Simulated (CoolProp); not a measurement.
Cyclohexane at several states: density (kg/m³) from the reference equation and from simpler models built on Tc = 553.6 K, pc = 40.81 bar, ω = 0.209; each cubic takes its own stable root.

Values from CoolProp's reference Helmholtz-energy equation of state, Zhou 2014.

| T (K) | p (bar) | phase | reference |
|---|---|---|---|
| 459.6 | 15.9 | liquid | 599.0 |
| 436 | 36.1 | liquid | 636.4 |
| 523.6 | 1.51 | gas | 2.964 |

Task: How far does each simpler model (van der Waals, Redlich-Kwong, Soave-Redlich-Kwong, Peng-Robinson) lie from the reference over these 3 states: mean and median of the absolute difference, and the worst?

Result: 
- van der Waals: mean 43.0 %, median 36.3 %, worst -92.4 % at 459.6 K and 15.9 bar
- Redlich-Kwong: mean 7.9 %, median 10.4 %, worst -13.2 % at 459.6 K and 15.9 bar
- Soave-Redlich-Kwong: mean 5.6 %, median 7.4 %, worst -9.5 % at 459.6 K and 15.9 bar
- Peng-Robinson: mean 2.5 %, median 2.7 %, worst +4.8 % at 436 K and 36.1 bar

At some of these states van der Waals gives the other phase, because its saturation line lies elsewhere.
